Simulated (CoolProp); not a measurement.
Nitrogen along the isotherm -184.85 °C: fugacity coefficient from the reference equation and from simpler models built on Tc = -147.0 °C, pc = 3396 kPa, ω = 0.037; each cubic takes its own stable root.

Values from CoolProp's reference Helmholtz-energy equation of state, Span 2000.

```csv
p (kPa),phase,reference,van der Waals,Soave-Redlich-Kwong,Peng-Robinson
637,liquid,0.4533,0.8716,?,0.4536
1270,liquid,0.2347,0.4821,0.2356,0.2341
1910,liquid,0.1612,0.3358,0.1618,0.1602
2550,liquid,0.1247,0.2635,0.1252,?
3180,liquid,0.1032,0.2211,?,0.1018
3820,liquid,0.08867,0.1926,0.08905,0.08718
4460,liquid,0.07840,0.1726,?,0.07680
5090,liquid,0.07088,0.1581,0.07118,?
```

**Question.** Complete the blanks.

**Answer.** 
- 637, Soave-Redlich-Kwong: 0.4548
- 2550, Peng-Robinson: 0.1234
- 3180, Soave-Redlich-Kwong: 0.1036
- 4460, Soave-Redlich-Kwong: 0.07874
- 5090, Peng-Robinson: 0.06919

At some of these states van der Waals gives the other phase, because its saturation line lies elsewhere.
